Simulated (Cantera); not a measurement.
Mixture: CH4 : C2H6 : O2 : N2 = 1 : 0.082 : 1.2 : 6.26 (molar parts), at 340000 Pa, adiabatic and at constant volume. Ignition delay is the time to a rise of 400 K.

Computed with Cantera and GRI-Mech 3.0 (53 species, 325 reactions).

What does this change do: constant pressure in place of constant volume?


| quantity | before | after |
|---|---|---|
| delay at 1073 K | 17.5 ms | 18.5 ms |
| delay at 1148 K | 7.30 ms | 7.80 ms |
| delay at 1223 K | 3.35 ms | 3.63 ms |
| delay at 1298 K | 1.59 ms | 1.74 ms |
| delay at 1373 K | 0.754 ms | 0.841 ms |
| delay at 1448 K | 0.360 ms | 0.407 ms |
| delay at 1523 K | 0.175 ms | 0.201 ms |
| apparent activation energy between 1373 and 1523 K | 170 kJ/mol | 170 kJ/mol |
